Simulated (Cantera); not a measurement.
Moist CO burnout

An isothermal, constant-pressure homogeneous reactor starts with CO : O2 : H2O : N2 = 0.0042 : 0.0027 : 0.065 : 1 (molar parts), at 1400 K and 0.987 atm.

Detailed kinetics in Cantera: GRI-Mech 3.0 (53 species, 325 reactions).

```tsv
t (s)	x CO	x O2	x H2O	x H2	x HO2	x NO
0.000200	0.00392	0.00252	0.0606	2.19e-9	7.69e-10	<1e-12
0.00118	0.00392	0.00252	0.0606	4.56e-7	8.96e-9	<1e-12
0.00700	0.000361	0.00128	0.0593	0.00113	5.24e-7	9.86e-8
0.0414	2.72e-5	0.000642	0.0605	0.000168	1.16e-7	1.83e-7
0.245	2.78e-6	0.000566	0.0607	1.82e-5	1.32e-8	1.96e-7
1.45	3.09e-7	0.000560	0.0608	2.14e-6	1.36e-9	1.98e-7
8.57	1.64e-7	0.000560	0.0608	1.17e-6	8.27e-10	1.99e-7
50.7	1.64e-7	0.000560	0.0608	1.17e-6	8.27e-10	2.02e-7
300	1.64e-7	0.000560	0.0608	1.17e-6	8.27e-10	2.22e-7
```
x: mole fraction; the columns are a selection and need not sum to one.

Equilibrium at this temperature and pressure: CO 1.67e-7, O2 0.000540, H2O 0.0608, H2 1.19e-6, HO2 8.04e-10, NO 4.02e-5 (gas phase only).
